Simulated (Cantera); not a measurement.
What does this Cantera script print?

```python
import numpy as np
import cantera as ct

surf = ct.Interface("diamond.yaml", "diamond_100")
gas, bulk = surf.adjacent["gas"], surf.adjacent["diamond"]
k = surf.kinetics_species_index(bulk.species_names[0])
cover = ["c6HH", "c6H*", "c6*H", "c6**", "c6HM", "c6B"]

rows, drift = [], 0.0
print(f"{'xCH3':>10s}{'um/h':>11s}" + "".join(f"{s:>11s}" for s in cover))
for v in [1e-06, 2.6e-06, 6.8e-06, 1.8e-05, 4.6e-05, 0.00012, 0.00031, 0.00081, 0.0021]:
    T, P, xH, xCH3 = 925, 5400, 0.015, v
    gas.TPX = T, P, {"H": xH, "CH3": xCH3, "CH4": 0.0059, "H2": 1 - xH - xCH3 - 0.0059}
    surf.TP = bulk.TP = T, P
    surf.coverages = "c6H*:0.1, c6HH:0.9"
    surf.advance_coverages(100.0)
    before = surf.coverages
    surf.advance_coverages(100.0)
    drift = max(drift, np.max(np.abs(surf.coverages - before) / (surf.coverages + 1e-9)))
    rate = surf.net_production_rates[k] * bulk.mean_molecular_weight / bulk.density * 3.6e9
    rows.append([rate, *surf[cover].coverages])
    print(f"{v:10.4g}{rate:11.4e}" + "".join(f"{x:11.3e}" for x in rows[-1][1:]))
```

Result:

```
      xCH3       um/h       c6HH       c6H*       c6*H       c6**       c6HM        c6B
     1e-06 1.9630e-02  6.675e-01  1.239e-02  3.146e-01  5.492e-03  5.035e-05  5.327e-11
   2.6e-06 5.1033e-02  6.674e-01  1.238e-02  3.145e-01  5.492e-03  1.309e-04  1.385e-10
   6.8e-06 1.3343e-01  6.672e-01  1.238e-02  3.145e-01  5.490e-03  3.422e-04  3.621e-10
   1.8e-05 3.5293e-01  6.668e-01  1.237e-02  3.142e-01  5.485e-03  9.052e-04  9.577e-10
   4.6e-05 9.0015e-01  6.656e-01  1.235e-02  3.137e-01  5.472e-03  2.309e-03  2.443e-09
   0.00012 2.3361e+00  6.625e-01  1.229e-02  3.122e-01  5.439e-03  5.992e-03  6.339e-09
   0.00031 5.9563e+00  6.547e-01  1.214e-02  3.084e-01  5.357e-03  1.528e-02  1.616e-08
   0.00081 1.5047e+01  6.350e-01  1.177e-02  2.989e-01  5.149e-03  3.860e-02  4.083e-08
    0.0021 3.5939e+01  5.899e-01  1.091e-02  2.771e-01  4.675e-03  9.220e-02  9.752e-08
```

Model: the Harris–Goodwin 1993 mechanism for the reconstructed diamond (100) surface, integrated in Cantera.
